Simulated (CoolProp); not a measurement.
Vapour-liquid equilibrium of R143a (1) + R134a (2) at 222.3 K; x and y are mole fractions of (1).

The numbers come from the multi-fluid Helmholtz-energy mixture model, Lemmon and Jacobsen 2000 and Tillner-Roth 1994; pair parameters Lemmon 2004 in CoolProp.

**Question.** Give the bubble pressure and the first vapour's composition at x = 0.5, 0.8, 0.95. Is there an azeotrope?

**Answer.** x = 0.5: 0.05641 MPa, y = 0.746; x = 0.8: 0.07358 MPa, y = 0.921; x = 0.95: 0.08222 MPa, y = 0.982. No azeotrope shows between x = 0.05 and 0.95.

Pair parameters are fitted to limited data, so mixtures are less certain than the pure fluids.
